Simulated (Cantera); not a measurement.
A perfectly stirred reactor is fed with NH3 : H2 = 1 : 18 (molar parts), at 10.00 Torr; it is held at 2048 K, and followed from long to short residence time.

Computed with Cantera and the gas-phase N/H chemistry of the illustrative SiF4/NH3 mechanism in the Surface Chemkin manual (1991). Walls and surfaces, which speed up NH3 decomposition in real reactors, are not modelled.

Task: What does this change do: NH3 1 to 0.24 parts?

Result: 
```
quantity                 before     after
----------------------  -------  --------
x(NH3) at τ = 12.0 s    0.00226  0.000254
x(H2) at τ = 12.0 s       0.968     0.980
x(N2H2) at τ = 12.0 s   1.98e-8   2.05e-9
x(N) at τ = 12.0 s      3.60e-6   5.05e-6
x(H) at τ = 12.0 s      0.00560    0.0131
x(NH3) at τ = 74.0 ms    0.0512    0.0131
x(H2) at τ = 74.0 ms      0.947     0.986
x(N2H2) at τ = 74.0 ms  1.69e-7   2.89e-9
x(N) at τ = 74.0 ms     7.86e-7   4.56e-8
x(H) at τ = 74.0 ms     0.00117  0.000738
```

Task: What does this change do: pressure from 10.00 Torr to 68.3 Torr?

Result: 
```
quantity                 before     after
----------------------  -------  --------
x(NH3) at τ = 12.0 s    0.00226  0.000645
x(H2) at τ = 12.0 s       0.968     0.968
x(N2H2) at τ = 12.0 s   1.98e-8   2.54e-9
x(N) at τ = 12.0 s      3.60e-6   1.75e-6
x(H) at τ = 12.0 s      0.00560   0.00667
x(NH3) at τ = 74.0 ms    0.0512    0.0420
x(H2) at τ = 74.0 ms      0.947     0.951
x(N2H2) at τ = 74.0 ms  1.69e-7   2.06e-7
x(N) at τ = 74.0 ms     7.86e-7   1.26e-6
x(H) at τ = 74.0 ms     0.00117   0.00147
```
